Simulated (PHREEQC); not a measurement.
Nickel, zinc or cadmium bath (model solution)

Make-up at 20 °C: 0.035 mol/kgw ZnSO4 and 0.017 mol/kgw MnSO4. It is in equilibrium with CO2 at log p = -3.4 (atm). Otherwise closed; pH follows from the charge balance.

Equilibrium calculation in PHREEQC: ion-association model, phreeqc.dat.

Precipitation was switched off in this run.

Question: What pH, density does the model give?

Answer: pH 5.48; density 1.006 g/cm³.

Question: In which forms is C present?

Answer: CO2 73 %, HCO3- 12 %, ZnHCO3+ 10 %, MnHCO3+ 4.5 % of the C.
